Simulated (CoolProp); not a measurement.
Vapour-liquid equilibrium of p-xylene (1) + n-undecane (2) at 0.175 MPa; x and y are mole fractions of (1).

Computed with CoolProp (multi-fluid Helmholtz-energy mixture model, Zhou 2012 and Aleksandrov 2011; pair parameters Bell 2016).

Q: Give the bubble temperature and the first vapour's composition at x = 0.5, 0.65, 0.95. Is there an azeotrope?

A: x = 0.5: 455.8 K, y = 0.780; x = 0.65: 447.8 K, y = 0.875; x = 0.95: 435.0 K, y = 0.988. No azeotrope shows between x = 0.05 and 0.95.

Pair parameters are fitted to limited data, so mixtures are less certain than the pure fluids.
